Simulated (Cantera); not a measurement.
A diamond (100) surface in a fixed gas of H2 with x(CH4) = 0.0075, x(H) = 0.00036, x(CH3) = 3.6e-05, at 1200 K; coverages are run to steady state.

Detailed kinetics in Cantera: the Harris–Goodwin 1993 mechanism for the reconstructed diamond (100) surface.

One state of this run: growth (µm/h) = 0.781; θ c6HH = 0.503; θ c6H* = 0.0347; θ c6*H = 0.444; θ c6** = 0.0146; θ c6HM = 0.00187. θ: site fractions in the mechanism's names (c6HH fully hydrogenated, c6H* and c6*H radical sites, c6** diradical, c6HM methylated).

**Question.** Which value of P (Pa) does it belong to?
(A) 33000
(B) 7500
(C) 4600
(D) 20000

**Answer.** D, 20000
